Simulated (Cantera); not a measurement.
An isothermal, constant-pressure homogeneous reactor starts with NH3 : H2 = 1 : 2.2 (molar parts), at 1825 K and 100000 Pa.

Cantera simulation using the gas-phase N/H chemistry of the illustrative SiF4/NH3 mechanism in the Surface Chemkin manual (1991); the numbers are that mechanism's predictions, not measurements. Walls and surfaces, which speed up NH3 decomposition in real reactors, are not modelled.

Q: Predict: x(NH3) at 2.00 s; x(H2) at 2.00 s; x(NH2) at 2.00 s; x(N2) at 2.00 s; x(H) at 2.00 s; x(N2H2) at 2.00 s; x(N2H4) at 2.00 s.

A: 
```
Quantity                                              Result
-----------------  -----------------------------------------
x(NH3) at 2.00 s      0.0232 (gas-phase equilibrium 7.85e-6)
x(H2) at 2.00 s          0.866 (gas-phase equilibrium 0.881)
x(NH2) at 2.00 s     2.66e-5 (gas-phase equilibrium 1.00e-8)
x(N2) at 2.00 s          0.110 (gas-phase equilibrium 0.119)
x(H) at 2.00 s     0.000366 (gas-phase equilibrium 0.000416)
x(N2H2) at 2.00 s     9.03e-9 (gas-phase equilibrium <1e-12)
x(N2H4) at 2.00 s     1.56e-9 (gas-phase equilibrium <1e-12)
```
